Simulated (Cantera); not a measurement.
**Premixed flame**

A freely propagating, adiabatic, planar premixed flame of CO : H₂ : CH₄ : O₂ : N₂ : H₂O = 1 : 0.35 : 0.062 : 0.974 : 3.66 : 0.37 (molar parts), unburnt at 575 K and 850000 Pa; mixture-averaged transport, grid criteria slope 0.08 and curve 0.16, no radiation.

Computed with Cantera and GRI-Mech 3.0 (53 species, 325 reactions). Burning velocities carry a grid error of a few per cent, more on coarse grids.

```
z (mm)   T (K)  u (m/s)     x CO      x H₂    x CH₄    x NO₂   x C₂H₂     x NO
-------  -----  -------  -------  --------  -------  -------  -------  -------
-0.193     575    0.805    0.156    0.0534  0.00967    <1e-8    <1e-8    <1e-8
-0.129     576    0.805    0.156    0.0509  0.00969    <1e-8    <1e-8    <1e-8
-0.0967    581    0.808    0.157    0.0476  0.00969    <1e-8    <1e-8    <1e-8
-0.0645    607    0.839    0.157    0.0407  0.00955  4.02e-8    <1e-8  1.48e-8
-0.0322    813     1.11    0.150    0.0267  0.00784  3.37e-7    <1e-8  3.18e-7
-0.0161   1153     1.56    0.132    0.0173  0.00471  2.10e-7  2.12e-8  1.69e-6
0         1564     2.08    0.101   0.00873  0.00103  3.96e-8  5.46e-8  4.44e-6
0.0161    1828     2.39   0.0676   0.00465  5.40e-5  3.20e-8  1.00e-8  8.37e-6
0.0322    1976     2.55   0.0457   0.00369  1.60e-6  3.74e-8    <1e-8  1.25e-5
0.0645    2126     2.71   0.0261   0.00291    <1e-8  5.01e-8    <1e-8  1.96e-5
0.129     2236     2.83   0.0143   0.00179    <1e-8  6.61e-8    <1e-8  3.01e-5
0.258     2297     2.89  0.00789   0.00102    <1e-8  7.28e-8    <1e-8  4.40e-5
0.516     2321     2.92  0.00519  0.000707    <1e-8  8.60e-8    <1e-8  6.48e-5
```
x: mole fraction of selected species; z is measured from the peak of heat release.

```yaml
laminar_burning_velocity: 80.6 cm/s
thermal_thickness: 0.0645 mm
peak x(C₂H₂): 5.46e-8
grid_points: 141
```
